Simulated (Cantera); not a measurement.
# SiCl₄ + HCl + N₂ (silicon epitaxy and polysilicon growth)

Charge: 1 mol SiCl₄, 0.29 mol HCl, 15 mol N₂, at 1200 Pa.

These are equilibrium values from Cantera (NASA tables, ideal gas, pure condensed phases), not measurements of a reactor. Candidate condensed phases: NH₄Cl, Si, Si₃N₄; 28 gas species. The tables' values for SiCl₃ are old estimates; treat these amounts as uncertain. Rates play no part.

```json
[
 {"T (K)": "800", "x N₂": "0.921", "x SiCl₄": "0.0614", "x HCl": "0.0178", "x Cl": "5.89e-9", "x SiCl₃": "1.63e-9", "x SiCl₂": "<1e-12"},
 {"T (K)": "875", "x N₂": "0.921", "x SiCl₄": "0.0614", "x HCl": "0.0178", "x Cl": "5.10e-8", "x SiCl₃": "3.01e-8", "x SiCl₂": "<1e-12"},
 {"T (K)": "950", "x N₂": "0.921", "x SiCl₄": "0.0614", "x HCl": "0.0178", "x Cl": "3.48e-7", "x SiCl₃": "3.16e-7", "x SiCl₂": "5.42e-11"},
 {"T (K)": "1025", "x N₂": "0.921", "x SiCl₄": "0.0614", "x HCl": "0.0178", "x Cl": "2.01e-6", "x SiCl₃": "2.09e-6", "x SiCl₂": "1.49e-9"},
 {"T (K)": "1100", "x N₂": "0.921", "x SiCl₄": "0.0614", "x HCl": "0.0178", "x Cl": "9.59e-6", "x SiCl₃": "1.02e-5", "x SiCl₂": "2.35e-8"},
 {"T (K)": "1175", "x N₂": "0.921", "x SiCl₄": "0.0613", "x HCl": "0.0178", "x Cl": "3.81e-5", "x SiCl₃": "3.98e-5", "x SiCl₂": "2.52e-7"},
 {"T (K)": "1250", "x N₂": "0.921", "x SiCl₄": "0.0612", "x HCl": "0.0178", "x Cl": "0.000129", "x SiCl₃": "0.000131", "x SiCl₂": "2.01e-6"},
 {"T (K)": "1325", "x N₂": "0.920", "x SiCl₄": "0.0610", "x HCl": "0.0178", "x Cl": "0.000383", "x SiCl₃": "0.000373", "x SiCl₂": "1.24e-5"},
 {"T (K)": "1400", "x N₂": "0.920", "x SiCl₄": "0.0603", "x HCl": "0.0178", "x Cl": "0.00102", "x SiCl₃": "0.000932", "x SiCl₂": "6.11e-5"},
 {"T (K)": "1475", "x N₂": "0.918", "x SiCl₄": "0.0589", "x HCl": "0.0178", "x Cl": "0.00250", "x SiCl₃": "0.00207", "x SiCl₂": "0.000247"},
 {"T (K)": "1550", "x N₂": "0.916", "x SiCl₄": "0.0561", "x HCl": "0.0177", "x Cl": "0.00565", "x SiCl₃": "0.00410", "x SiCl₂": "0.000833"},
 {"T (K)": "1625", "x N₂": "0.910", "x SiCl₄": "0.0510", "x HCl": "0.0176", "x Cl": "0.0118", "x SiCl₃": "0.00724", "x SiCl₂": "0.00239"}
]
```
x: gas mole fraction; nothing condenses.

From 800 K to 1625 K nothing is condensed. The main Si-bearing gas is SiCl₄ throughout.
